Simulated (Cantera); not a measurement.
**Gas activation for diamond growth**

An isothermal, constant-pressure homogeneous reactor starts with CH4 : H2 : O2 = 0.0032 : 1 : 0.0027 (molar parts), equivalence ratio 190, at 2725 K and 210 Torr.

Detailed kinetics in Cantera: GRI-Mech 3.0 (53 species, 325 reactions).

```csv
t (s),x CH4,x H2,x O2,x O,x OH,x H2O2,x C2H6
0.000400,0.000363,0.939,5.37e-9,2.61e-6,7.23e-5,1.26e-12,3.50e-9
0.00139,6.66e-5,0.915,7.88e-9,4.70e-6,8.61e-5,1.55e-12,1.58e-10
0.00485,1.01e-5,0.889,5.33e-9,5.24e-6,6.97e-5,<1e-12,4.50e-12
0.0169,2.45e-9,0.883,4.78e-9,5.27e-6,6.57e-5,<1e-12,<1e-12
0.0587,1.16e-10,0.883,4.78e-9,5.27e-6,6.57e-5,<1e-12,<1e-12
0.204,1.16e-10,0.883,4.78e-9,5.27e-6,6.57e-5,<1e-12,<1e-12
0.711,1.16e-10,0.883,4.78e-9,5.27e-6,6.57e-5,<1e-12,<1e-12
2.48,1.16e-10,0.883,4.78e-9,5.27e-6,6.57e-5,<1e-12,<1e-12
8.62,1.16e-10,0.883,4.78e-9,5.27e-6,6.57e-5,<1e-12,<1e-12
30.0,1.16e-10,0.883,4.78e-9,5.27e-6,6.57e-5,<1e-12,<1e-12
```
x: mole fraction; the columns are a selection and need not sum to one.

Equilibrium at this temperature and pressure: CH4 1.27e-10, H2 0.883, O2 4.78e-9, O 5.27e-6, OH 6.57e-5, H2O2 <1e-12, C2H6 <1e-12 (gas phase only).
